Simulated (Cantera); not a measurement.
**Adiabatic ignition**

An adiabatic, constant-pressure homogeneous reactor starts with C3H8 : O2 : N2 = 1 : 2.08 : 7.83 (molar parts), equivalence ratio 2.4, at 1650 K and 3750 Torr.

Model: GRI-Mech 3.0 (53 species, 325 reactions), integrated in Cantera. GRI-Mech 3.0 was tuned for natural gas; its chemistry of propane as a main component is partial and can be far from experiment.

```
t (s)     T (K)    x C3H8     x O2    x CO2      x NO     x HCN     x CH3
--------  -----  --------  -------  -------  --------  --------  --------
8.00e-6    1784    0.0112    0.119  0.00125   1.04e-8   3.02e-8   0.00517
1.86e-5    2578  5.77e-10  4.67e-5   0.0153   3.76e-5  0.000197   0.00139
4.33e-5    2565  1.40e-10  1.90e-6   0.0142   8.84e-5  0.000323  0.000854
0.000101   2551  1.17e-11  1.27e-6   0.0115  0.000172  0.000411  0.000371
0.000234   2542    <1e-12  1.08e-6   0.0103  0.000314  0.000286   3.72e-5
0.000544   2539    <1e-12  1.17e-6   0.0102  0.000326   5.33e-5   2.44e-8
0.00126    2540    <1e-12  1.20e-6   0.0103  0.000166   7.41e-6   1.03e-9
0.00294    2541    <1e-12  1.21e-6   0.0103   7.91e-5   3.17e-6  8.45e-10
0.00684    2541    <1e-12  1.21e-6   0.0103   5.20e-5   2.04e-6  8.17e-10
0.0159     2541    <1e-12  1.21e-6   0.0103   4.87e-5   1.90e-6  8.14e-10
0.0370     2541    <1e-12  1.21e-6   0.0103   4.87e-5   1.90e-6  8.14e-10
0.0860     2541    <1e-12  1.21e-6   0.0103   4.87e-5   1.90e-6  8.14e-10
0.200      2541    <1e-12  1.21e-6   0.0103   4.87e-5   1.90e-6  8.14e-10
```
x: mole fraction; the columns are a selection and need not sum to one.

The time of steepest temperature rise is 9.45 µs and the temperature at 0.200 s is 2541 K. The equilibrium temperature comes out as 2541 K. The x(C3H8) at 0.200 s is <1e-12 (gas-phase equilibrium <1e-12), the x(O2) at 0.200 s is 1.21e-6 (gas-phase equilibrium 1.21e-6) and the x(CO2) at 0.200 s is 0.0103 (gas-phase equilibrium 0.0103).
